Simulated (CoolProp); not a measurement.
Properties of water along the isotherm 268.65 °C (Tc = 373.9 °C, pc = 220.6 bar, ω = 0.344).

Computed with CoolProp (reference Helmholtz-energy equation of state, Wagner 2002).

| p (bar) | phase | density (kg/m³) |
|---|---|---|
| 0.349 | gas | 0.1397 |
| 0.661 | gas | 0.2649 |
| 1.25 | gas | 0.5018 |
| 2.38 | gas | 0.9587 |
| 4.51 | gas | 1.829 |
| 8.54 | gas | 3.508 |
| 16.2 | gas | 6.833 |
| 30.7 | gas | 13.73 |
| 58.2 | liquid | 770.3 |
| 110 | liquid | 777.5 |
